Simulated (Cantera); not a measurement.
A Cantera script and its output.

```python
import numpy as np
import cantera as ct

gas = ct.Solution("gri30.yaml")


def delay(T, t_max=10):
    gas.TPX = T, 500000, {'H2': 1, 'O2': 0.562, 'N2': 2.11, 'NO': 0.015}
    reactor = ct.IdealGasReactor(gas, clone=False)
    net = ct.ReactorNet([reactor])
    net.rtol, net.atol = 1e-8, 1e-16
    while net.time < t_max:
        t_old, T_old = net.time, reactor.T
        net.step()
        if reactor.T > T + 400:  # ignition: a rise of 400 K
            return t_old + (T + 400 - T_old) / (reactor.T - T_old) * (net.time - t_old)
    return np.nan


taus = []
for T in [925, 1000, 1075, 1150, 1225, 1300, 1375, 1450]:
    taus.append(delay(T))
    print(f"T0 = {T:6g} K   tau = {taus[-1]:.4e} s")
```

Result:

```
T0 =    925 K   tau = 2.4118e-04 s
T0 =   1000 K   tau = 9.5711e-05 s
T0 =   1075 K   tau = 3.9668e-05 s
T0 =   1150 K   tau = 1.8294e-05 s
T0 =   1225 K   tau = 9.8497e-06 s
T0 =   1300 K   tau = 6.1382e-06 s
T0 =   1375 K   tau = 4.2478e-06 s
T0 =   1450 K   tau = 3.1564e-06 s
```

Model: GRI-Mech 3.0 (53 species, 325 reactions), integrated in Cantera. The hydrogen kinetics of GRI-Mech 3.0 are dated; newer H2 mechanisms differ, most at raised pressure. The mechanism lacks 2 NO + O2 → 2 NO2 and HONO, so NO2 and the effect of NO are under-described below about 1400 K. Below about 950 K walls govern HO2 and H2O2 in real vessels.
